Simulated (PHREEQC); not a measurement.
**Copper plating or etch bath: speciation**

A solution holds 0.0047 mol/kgw Cu(BF4)2, 0.0006 mol/kgw HNO3 and 0.12 mol/kgw Na2SO4, at 25 °C. Closed to the air; pH follows from the charge balance.

Equilibrium calculation in PHREEQC: ion-association model, phreeqc.dat.

Each row changes one thing in this solution. This is a speciation only: nothing precipitates in the calculation.

| case | pH | ionic strength (mol/kgw) | Na+ (mol/kgw) | SO4-2 (mol/kgw) | NaSO4- (mol/kgw) | HSO4- (mol/kgw) |
|---|---|---|---|---|---|---|
| as made | 3.11 | 0.313 | 0.215 | 0.0906 | 0.0245 | 0.00233 |
| Cu(BF4)2 left out | 3.86 | 0.309 | 0.214 | 0.0941 | 0.0255 | 0.000425 |
| diluted 100-fold with water | 3.74 | 0.00387 | 0.00239 | 0.00117 | 1.07e-5 | 1.70e-5 |
| diluted 5-fold with water | 3.17 | 0.0692 | 0.0460 | 0.0209 | 0.00201 | 0.000711 |
| HNO3 left out | 3.15 | 0.313 | 0.215 | 0.0908 | 0.0245 | 0.00209 |
| HNO3 from 0.0006 to 0.0003 mol/kgw | 3.13 | 0.313 | 0.215 | 0.0907 | 0.0245 | 0.00221 |

Complexes and solids missing from the database can't appear. Real BF4- forms and hydrolyses slowly; the run takes it at equilibrium.
